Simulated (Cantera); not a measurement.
A perfectly stirred reactor is fed with CH4 : N2 = 1 : 99 (molar parts), at 10.00 Torr; it is held at 1750 K, and followed from long to short residence time.

Detailed kinetics in Cantera: GRI-Mech 3.0 (53 species, 325 reactions). GRI-Mech 3.0 stops at C3 and has no aromatics, soot or wall deposition, so with more carbon than oxygen in the feed, carbon stays in small species such as C2H2 where larger ones or solid carbon would form. Radical loss at walls, strong at low pressure, is not modelled.

Task: What does this change do: pressure from 10.00 Torr to 0.593 Torr?

Result: 
```json
[
 {"quantity": "x(CH4) at τ = 21.0 s", "before": "0.000369", "after": "0.00242"},
 {"quantity": "x(C2H2) at τ = 21.0 s", "before": "0.00463", "after": "0.00360"},
 {"quantity": "x(H2) at τ = 21.0 s", "before": "0.0142", "after": "0.0110"},
 {"quantity": "x(H) at τ = 21.0 s", "before": "9.49e-5", "after": "4.84e-5"},
 {"quantity": "x(HCN) at τ = 21.0 s", "before": "0.000215", "after": "1.37e-5"},
 {"quantity": "x(CH4) at τ = 0.100 s", "before": "0.00814", "after": "0.00996"},
 {"quantity": "x(C2H2) at τ = 0.100 s", "before": "0.000560", "after": "8.04e-8"},
 {"quantity": "x(H2) at τ = 0.100 s", "before": "0.00223", "after": "1.85e-5"},
 {"quantity": "x(H) at τ = 0.100 s", "before": "8.72e-6", "after": "6.51e-7"},
 {"quantity": "x(HCN) at τ = 0.100 s", "before": "1.62e-7", "after": "2.59e-11"}
]
```

Task: What does this change do: N2 99 to 56 parts?

Result: 
```json
[
 {"quantity": "x(CH4) at τ = 21.0 s", "before": "0.000369", "after": "0.000599"},
 {"quantity": "x(C2H2) at τ = 21.0 s", "before": "0.00463", "after": "0.00818"},
 {"quantity": "x(H2) at τ = 21.0 s", "before": "0.0142", "after": "0.0248"},
 {"quantity": "x(H) at τ = 21.0 s", "before": "9.49e-5", "after": "0.000140"},
 {"quantity": "x(HCN) at τ = 21.0 s", "before": "0.000215", "after": "0.000213"},
 {"quantity": "x(CH4) at τ = 0.100 s", "before": "0.00814", "after": "0.0136"},
 {"quantity": "x(C2H2) at τ = 0.100 s", "before": "0.000560", "after": "0.00130"},
 {"quantity": "x(H2) at τ = 0.100 s", "before": "0.00223", "after": "0.00494"},
 {"quantity": "x(H) at τ = 0.100 s", "before": "8.72e-6", "after": "1.45e-5"},
 {"quantity": "x(HCN) at τ = 0.100 s", "before": "1.62e-7", "after": "2.13e-7"}
]
```
